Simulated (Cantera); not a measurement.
A freely propagating, adiabatic, planar premixed flame of 9.25 % CH₄, 19.1 % O₂, 71.7 % N₂, equivalence ratio 0.97, unburnt at 325 K and 0.260 bar; mixture-averaged transport, grid criteria slope 0.08 and curve 0.16, no radiation.

Cantera simulation using GRI-Mech 3.0 (53 species, 325 reactions); the numbers are that mechanism's predictions, not measurements. Burning velocities carry a grid error of a few per cent, more on coarse grids.

**Question.** Predict: laminar burning velocity; thermal thickness; peak x(C₂H₆); peak x(HCN); peak x(H₂); peak x(C₂H₂).

**Answer.** 
```json
{
  "laminar_burning_velocity": "60.9 cm/s",
  "thermal_thickness": "1.29 mm",
  "peak x(C₂H₆)": "0.000868",
  "peak x(HCN)": "2.11e-6",
  "peak x(H₂)": "0.0231",
  "peak x(C₂H₂)": "7.08e-5"
}
```
